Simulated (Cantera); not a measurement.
Input: 1 mol FeS₂, a varied amount of O₂, 0.25 mol CO₂, at 727 °C and 28000 Pa.

Cantera equilibrium calculation (NASA polynomials, part measured and part estimated; ideal gas, pure solids and liquids). Candidate condensed phases: C, Fe, Fe(CO)₅, FeO, FeS, FeSO₄, FeS₂, Fe₂O₃, Fe₂(SO₄)₃, Fe₃O₄, S; 25 gas species. FeS: taken at fixed stoichiometry. Gases not in the tables: S₃ to S₇. Kinetics and transport are ignored.

Which condensed phases are stable at each of these points (n(O₂) (mol)): 0.2, 0.27, 0.35, 0.46, 0.61, 0.8, 1, 1.4, 1.8, 2.4, 3.1, 4.1?


| n(O₂) (mol) | condensed phases | Fe condensed (%) |
|---|---|---|
| 0.2 | FeS(s) | 100.0 |
| 0.27 | FeS(s) | 100.0 |
| 0.35 | FeS(s) | 100.0 |
| 0.46 | FeS(s) | 100.0 |
| 0.61 | FeS(s) | 100.0 |
| 0.8 | FeS(s) | 100.0 |
| 1 | FeS(s) + Fe₃O₄(s) | 100.0 |
| 1.4 | FeS(s) + Fe₃O₄(s) | 100.0 |
| 1.8 | FeS(s) + Fe₃O₄(s) | 100.0 |
| 2.4 | FeS(s) + Fe₃O₄(s) | 100.0 |
| 3.1 | Fe₂O₃(s) | 100.0 |
| 4.1 | Fe₂O₃(s) | 100.0 |

From 0.2 mol O₂ to 0.8 mol O₂ the condensed part is FeS(s). From 1 mol O₂ to 2.4 mol O₂ the condensed part is FeS(s) + Fe₃O₄(s). From 3.1 mol O₂ to 4.1 mol O₂ the condensed part is Fe₂O₃(s).
